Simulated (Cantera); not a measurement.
Input: 1 mol H₂S, 0.79 mol H₂, 20 mol N₂, held at 7.50 Torr.

Method: chemical equilibrium by Gibbs-energy minimisation in Cantera with the NASA 1993 tables (ideal gas, pure condensed phases). Candidate condensed phases: S; 15 gas species. Equilibrium is a limit: real reactors are often held back by kinetics, nucleation or transport. All values below are at 2525 K.

Base state: N₂ 0.856, H 0.0598, H₂ 0.0454, S 0.0317, S₂ 0.00426, SH 0.00250, H₂S 5.65e-5, SN 2.22e-5 (mole fractions); condensed: gas only.

What changes in the equilibrium state with this change: H₂S replaced by H₂O?


```csv
species,before,after
N₂,0.856,0.880
H,0.0598,0.0483
H₂,0.0454,0.0297
S,0.0317,0
H₂O,0,0.0214
O,0,0.00792
OH,0,0.00742
S₂,0.00426,0
```
Further candidate phases: H₂O.

What changes in the equilibrium state with this change: H₂S replaced by CS₂?


| species | before | after |
|---|---|---|
| N₂ | 0.856 | 0.867 |
| CS | 0 | 0.0422 |
| H | 0.0598 | 0.0351 |
| H₂ | 0.0454 | 0.0157 |
| S | 0.0317 | 0.0326 |
| CS₂ | 0 | 0.000716 |
| HCN | 0 | 0.000385 |
| CN | 0 | 5.17e-5 |
Further candidate phases: C, C₆H₆, C₇H₈, C₈H₁₈.
